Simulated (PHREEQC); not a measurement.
Consider water at 80 °C with 0.24 mol HF, 0.27 mol CsF and 0.011 mol H2SO4 per kg of water. Closed to the air; pH follows from the charge balance.

The numbers come from PHREEQC with the ion-association model, wateq4f.dat.

Each row changes one thing in this solution. No solid was allowed to form.

| case | pH | ionic strength (mol/kgw) | F- (mol/kgw) | HF (mol/kgw) | HF2- (mol/kgw) | H2F2 (mol/kgw) |
|---|---|---|---|---|---|---|
| as made | 3.44 | 0.281 | 0.149 | 0.147 | 0.100 | 0.00687 |
| H2SO4 left out | [?] | 0.270 | 0.170 | 0.129 | 0.100 | 0.00526 |
| diluted 5-fold with water | 3.53 | 0.0564 | [?] | 0.0429 | 0.00787 | 0.000555 |
| HF from 0.24 to 0.024 mol/kgw | 4.43 | 0.281 | 0.225 | 0.0225 | 0.0231 | 0.000160 |
| CsF left out | 1.77 | 0.0213 | [?] | 0.206 | [?] | [?] |

Problem. What belongs in the gaps?

Solution. 
- H2SO4 left out, pH: 3.56
- diluted 5-fold with water, F- (mol/kgw): 0.0422
- CsF left out, F- (mol/kgw): 0.00326
- CsF left out, HF2- (mol/kgw): 0.00288
- CsF left out, H2F2 (mol/kgw): 0.0126

Constants without temperature data keep their 25 °C values here.
